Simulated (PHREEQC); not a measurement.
1 kg of water holding 0.05 mol NaOH meets 20 L of dry gas (CO2 0.88, N2 0.12 by moles) at fixed total pressure, at 100 °C; fugacities by Peng-Robinson. The gases take part in no redox reaction, some water evaporates into the gas, and hydrates or a liquid gas phase aren't modelled. Nothing may precipitate in this run.

Model: ion-association model, phreeqc.dat, run in PHREEQC.

```tsv
P (atm)	dissolved CO2 (all carbonate carbon) (mol/kgw)	φ of CO2	p of CO2 (atm)	dissolved N2 (mol/kgw)	φ of N2	p of N2 (atm)
2	0.0595	0.996	0.872	5.70e-5	1.006	0.125
5	0.0864	0.987	3.49	0.000223	1.008	0.490
10	0.130	0.974	7.86	0.000498	1.012	1.09
20	0.215	0.948	16.6	0.00105	1.023	2.30
30	0.295	0.923	25.3	0.00160	1.034	3.51
40	0.370	0.898	34.1	0.00215	1.047	4.71
50	0.441	0.875	42.8	0.00271	1.061	5.91
75	0.597	0.819	64.6	0.00414	1.103	8.90
100	0.727	0.767	86.3	0.00564	1.153	11.9
150	0.917	0.679	130	0.00890	1.273	17.8
200	1.04	0.611	173	0.0124	1.397	23.7
300	1.21	0.526	259	0.0192	1.589	35.5
400	1.32	0.483	346	0.0252	1.724	47.3
```

At this temperature some constants are extrapolated from 25 °C, and those without enthalpy data are left unchanged.
